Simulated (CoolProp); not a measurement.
Vapour pressure (MPa) of R245ca: the reference equation beside estimates from Tc = 174.4 °C, pc = 3.941 MPa, ω = 0.355. Clausius-Clapeyron is anchored at -30.75 °C with a constant enthalpy of vaporisation of 31.56 kJ/mol.

The numbers come from the reference Helmholtz-energy equation of state, Zhou 2016 in CoolProp.

```csv
T (°C),reference,Lee-Kesler,Clausius-Clapeyron,van der Waals,Soave-Redlich-Kwong,Peng-Robinson
-30.75,0.006120,0.006141,0.006120,(withheld),0.006266,0.006655
-21.95,0.01057,0.01054,0.01059,0.2303,0.01071,0.01124
-13.05,0.01751,0.01740,0.01776,0.2840,(withheld),0.01830
-4.25,0.02771,(withheld),0.02864,0.3450,(withheld),0.02855
4.65,0.04247,(withheld),(withheld),0.4152,0.04241,(withheld)
13.45,0.06274,0.06237,0.06848,0.4935,0.06257,0.06344
22.35,0.09043,0.09006,0.1021,0.5822,0.09016,0.09089
31.25,0.1270,0.1267,0.1486,0.6809,0.1267,0.1271
```

Task: Complete the blanks.

Result: 
- -30.75, van der Waals: 0.1846
- -13.05, Soave-Redlich-Kwong: 0.01762
- -4.25, Lee-Kesler: 0.02750
- -4.25, Soave-Redlich-Kwong: 0.02774
- 4.65, Lee-Kesler: 0.04217
- 4.65, Clausius-Clapeyron: 0.04502
- 4.65, Peng-Robinson: 0.04330

Absolute difference from the reference over all 8 rows, mean and median: Lee-Kesler 0.5 and 0.5 %, Clausius-Clapeyron 6.3 and 4.7 %, van der Waals 1275.8 and 1011.3 %, Soave-Redlich-Kwong 0.7 and 0.3 %, Peng-Robinson 3.3 and 2.5 %.
